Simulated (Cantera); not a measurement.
Input: 1 mol trisilylamine, 3 mol NH3, equilibrated at 1350 K and 0.0900 Torr.

Method: chemical equilibrium by Gibbs-energy minimisation in Cantera with the NASA 1993 tables (ideal gas, pure condensed phases). Candidate condensed phases: Si, Si3N4; 18 gas species. The feed counts by its element totals alone. Mutual solubility and eutectic melting of coexisting phases are not modelled. Equilibrium is a limit: real reactors are often held back by kinetics, nucleation or transport.

Base state: H2 0.985, N2 0.0147, H 0.000216 (mole fractions); condensed: Si(s) + Si3N4(s).

What changes in the equilibrium state with this change: pressure from 0.0900 Torr to 75.0 Torr?


```json
[
 {"species": "H2", "before": "0.985", "after": "1.000"},
 {"species": "N2", "before": "0.0147", "after": "1.77e-5"},
 {"species": "H", "before": "0.000216", "after": "7.54e-6"},
 {"species": "Si(s), mol", "before": "0.202", "after": "0"},
 {"species": "Si3N4(s), mol", "before": "0.933", "after": "1.000"}
]
```
